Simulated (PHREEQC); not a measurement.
Consider water at 25 °C with 0.0036 mol/kgw MgSO4, 0.00067 mol/kgw CaCl2 and 9e-05 mol/kgw MgCl2. Closed to the air; pH follows from the charge balance.

Equilibrium calculation in PHREEQC: ion-association model, phreeqc.dat.

Q: The ionic strength comes out as 0.0132 mol/kgw. What activity coefficients do Mg+2, Ca+2, Cl-, SO4-2 get?

A: Mg+2 0.64, Ca+2 0.64, Cl- 0.89, SO4-2 0.63.

Precipitation was switched off in this run. Species that the database lacks are ignored.
